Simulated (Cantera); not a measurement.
Charge: 1 mol SiH₂Cl₂, 0.59 mol NH₃, at 550 °C and 44.0 Pa.

Method: chemical equilibrium by Gibbs-energy minimisation in Cantera with the NASA 1993 tables (ideal gas, pure condensed phases). Candidate condensed phases: NH₄Cl, Si, Si₃N₄; 28 gas species. The tables' values for SiCl₃ are old estimates; treat these amounts as uncertain. Kinetics and transport are ignored.

Base state: H₂ 0.776, SiCl₄ 0.195, HCl 0.0139, SiHCl₃ 0.0131, SiCl₃ 0.000774, SiCl₂ 0.000275, SiH₂Cl₂ 7.44e-5 (mole fractions); condensed: Si(s) + Si₃N₄(s).

Q: What changes in the equilibrium state with this change: pressure from 44.0 Pa to 0.133 bar?

A: 
| species | before | after |
|---|---|---|
| H₂ | 0.776 | 0.772 |
| SiCl₄ | 0.195 | 0.173 |
| SiHCl₃ | 0.0131 | 0.0500 |
| HCl | 0.0139 | 0.00323 |
| SiCl₂ | 0.000275 | 1.49e-5 |
| SiH₂Cl₂ | 7.44e-5 | 0.00121 |
| SiCl₃ | 0.000774 | 0.000169 |
| Si(s), mol | 0.0571 | 0.0284 |
| Si₃N₄(s), mol | 0.147 | 0.147 |

Q: What changes in the equilibrium state with this change: NH₃ from 0.59 to 2 mol?

A: 
```tsv
species	before	after
H₂	0.776	0.587
HCl	0.0139	0.331
N₂	<1e-9	0.0703
SiCl₄	0.195	0.0113
SiHCl₃	0.0131	2.43e-5
SiH₂Cl₂	7.44e-5	4.37e-9
SiCl₂	0.000275	2.14e-8
Si(s), mol	0.0571	0
Si₃N₄(s), mol	0.147	0.313
```
